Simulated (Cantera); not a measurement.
Feed: 1 mol SiC, 0.066 mol H2O, 5.6 mol H2, 0.024 mol O2, equilibrated at 2150 K and 10.0 mbar.

Method: chemical equilibrium by Gibbs-energy minimisation in Cantera with the NASA 1993 tables (ideal gas, pure condensed phases). Candidate condensed phases: C, C6H6, C7H8, C8H18, H2O, Si, SiC, SiO2; 123 gas species. Gases not in the tables: Si2H6 and higher silanes. Rates play no part.

### Question
What is the equilibrium state?

### Answer
| Property | Value |
|---|---|
| x(H2) | 0.929 |
| x(H) | 0.0407 |
| x(CO) | 0.0149 |
| x(Si) | 0.00969 |
| x(SiO) | 0.00423 |
| x(Si2C) | 0.000477 |
| x(SiH) | 0.000457 |
| x(SiH2) | 9.41e-5 |
| x(C2H2 (acetylene)) | 8.14e-5 |
| n(SiC(s)) | 0.907 mol |
| gas amount | 5.964 mol |
| log10 activity of Si(l) (absent) | -0.36 |
| log10 activity of C(graphite) (absent) | -0.67 |
